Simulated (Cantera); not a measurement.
A Cantera script and what it prints.

```python
import numpy as np
import cantera as ct

gas_names = """
    C CH CH2 CH3 CH4 C2 C2H C2H2,acetylene C2H2,vinylidene C2H3,vinyl C2H4 C2H5 C2H6 C3 C3H3,propargyl
    C3H4,allene C3H4,propyne C3H4,cyclo- C3H5,allyl C3H6,propylene C3H6,cyclo- C3H7,n-propyl
    C3H7,i-propyl C3H8 C4 C4H2 C4H4,1,3-cyclo- C4H6,butadiene C4H6,2-butyne C4H6,cyclo- C4H8,1-butene
    C4H8,cis2-buten C4H8,tr2-butene C4H8,isobutene C4H8,cyclo- C4H9,n-butyl C4H9,i-butyl C4H9,s-butyl
    C4H9,t-butyl C4H10,isobutane C4H10,n-butane C5 C5H6,1,3cyclo- C5H8,cyclo- C5H10,1-pentene
    C5H10,cyclo- C5H11,pentyl C5H11,t-pentyl C5H12,n-pentane C5H12,i-pentane CH3C(CH3)2CH3 C6H2
    C6H5,phenyl C6H6 C6H10,cyclo- C6H12,1-hexene C6H12,cyclo- C6H13,n-hexyl C7H7,benzyl C7H8
    C7H14,1-heptene C7H15,n-heptyl C7H16,n-heptane C8H8,styrene C8H10,ethylbenz C8H16,1-octene
    C8H17,n-octyl C8H18,isooctane C8H18,n-octane C9H19,n-nonyl C10H8,naphthale C10H21,n-decyl
    C12H9,o-bipheny C12H10,bipheny H H2 Ti
""".split()
cond_names = """
    C(gr) C6H6(L) C7H8(L) C8H18(L),n-octa Ti(a) Ti(b) Ti(L) TiC(s) TiC(L)
""".split()


def load(file, names, dense=False):
    # The tables refer to 1 bar. Condensed volumes are neglected.
    table = {s.name: s for s in ct.Species.list_from_file(file)}
    out = []
    for n in names:
        d = dict(table[n].input_data)
        d["thermo"] = dict(d["thermo"], **{"reference-pressure": 1e5})
        if dense:
            d["equation-of-state"] = {"model": "constant-volume", "density": "1e6 g/cm^3"}
        out.append(ct.Species.from_dict(d))
    return out


gas = ct.Solution(thermo="ideal-gas", species=load("nasa_gas.yaml", gas_names))
cond = {s.name: ct.Solution(thermo="fixed-stoichiometry", species=[s], name=s.name)
        for s in load("nasa_condensed.yaml", cond_names, dense=True)}
atoms = {
    'Ti': {'Ti': 1},
    'CH4': {'C': 1, 'H': 4},
}
top_T = {'C(gr)': 4500}  # K; cautious upper limits of use, not melting points


def equilibrate(T, P, feed):
    n = {}
    for name, mol in feed.items():
        for a, k in atoms[name].items():
            n[a] = n.get(a, 0.0) + k * mol
    gas.TPX = T, P, n
    mass = sum(n.values()) * gas.mean_molecular_weight
    gas.equilibrate("TP")
    valid = [c for c in cond.values() if c.min_temp <= T <= top_T.get(c.name, c.max_temp)]
    mix = ct.Mixture([(gas, mass / gas.mean_molecular_weight)] + [(c, 0.0) for c in valid])
    mix.T, mix.P = T, P
    mix.equilibrate("TP", solver="vcs", rtol=1e-11, max_steps=5000)
    return mix


results = []
feed = {'Ti': 1, 'CH4': 1.3}  # mol
T = 1850  # K
P = 86000  # Pa
mix = equilibrate(T, P, feed)
results.append((T, P, feed, dict(zip(mix.species_names, mix.species_moles))))
x = sorted(zip(gas.X, gas.species_names), reverse=True)
print(f"T = {T:g} K  P = {P:g} Pa  gas = {mix.phase_moles(0):.4g} mol")
print("   x: " + "  ".join(f"{s} {v:.3e}" for v, s in x if v > 0.001))
print("   condensed (mol): " + ("  ".join(f"{mix.phase(i).name} {mix.phase_moles(i):.4g}"
      for i in range(1, mix.n_phases) if mix.phase_moles(i) > 1e-12) or "none"))
```

Output:

```
T = 1850 K  P = 86000 Pa  gas = 2.599 mol
   x: H2 9.986e-01
   condensed (mol): C(gr) 0.2971  TiC(s) 1
```

Equilibrium computed with Cantera from the NASA thermochemical tables; the gas is ideal and each condensed phase is pure. TiC: taken at fixed stoichiometry.
